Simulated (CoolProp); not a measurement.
Nitrous oxide at 298.15 K and 8.4 MPa is throttled through a valve to 3.32 MPa with no heat exchange. Each further row changes one setting.

Computed with CoolProp (reference Helmholtz-energy equation of state, Lemmon 2006). It is a short technical equation, of lower accuracy than the large ones.

| case | temperature change (K) | final phase | final density (kg/m³) |
|---|---|---|---|
| as stated | -22.6 | two-phase, vapour fraction 0.215 | 310 |
| outlet pressure 0.996 MPa | -63.3 | two-phase, vapour fraction 0.424 | 59.0 |
| outlet pressure 4.32 MPa | -11.8 | two-phase, vapour fraction 0.118 | 502 |
